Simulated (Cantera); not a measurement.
Input (Python, Cantera) and output of one run.

```python
import numpy as np
import cantera as ct

gas_names = [...]  # 143 gases of nasa_gas.yaml made of C, Cl, F, H, Si
cond_names = """
    C(gr) C6H6(L) C7H8(L) C8H18(L),n-octa Si(cr) Si(L) SiC(b)
""".split()


# ... load() reads the species with a 1 bar reference pressure and builds the phases ...
atoms = {
    'CHF3': {'C': 1, 'H': 1, 'F': 3},
    'HCl': {'H': 1, 'CL': 1},
    'Si': {'Si': 1},
}
top_T = {'C(gr)': 4500, 'SiC(b)': 3050}  # K; cautious upper limits of use, not melting points


# ... equilibrate(T, P, feed) seeds the gas with the atoms and calls Mixture.equilibrate('TP', solver="vcs", rtol=1e-11, max_steps=5000) ...
results = []
feed = {'CHF3': 1, 'HCl': 0.012, 'Si': 0.87}  # mol
T = 1248.15  # K
P = 57  # Pa
mix = equilibrate(T, P, feed)
results.append((T, P, feed, dict(zip(mix.species_names, mix.species_moles))))
x = sorted(zip(gas.X, gas.species_names), reverse=True)
print(f"T = {T:g} K  P = {P:g} Pa  gas = {mix.phase_moles(0):.4g} mol")
print("   x: " + "  ".join(f"{s} {v:.3e}" for v, s in x if v > 0.0001))
print("   condensed (mol): " + ("  ".join(f"{mix.phase(i).name} {mix.phase_moles(i):.4g}"
      for i in range(1, mix.n_phases) if mix.phase_moles(i) > 1e-12) or "none"))
```

It prints:

```
T = 1248.15 K  P = 57 Pa  gas = 1.268 mol
   x: SiF4 5.800e-01  H2 3.898e-01  SiF3 1.128e-02  HCL 9.464e-03  HF 7.562e-03  SiHF3 1.658e-03  SiF2 2.120e-04
   condensed (mol): C(gr) 0.8818  SiC(b) 0.1182
```

These are equilibrium values from Cantera (NASA tables, ideal gas, pure condensed phases), not measurements of a reactor. The tables' values for SiF3, SiF2 are old estimates; treat these amounts as uncertain.
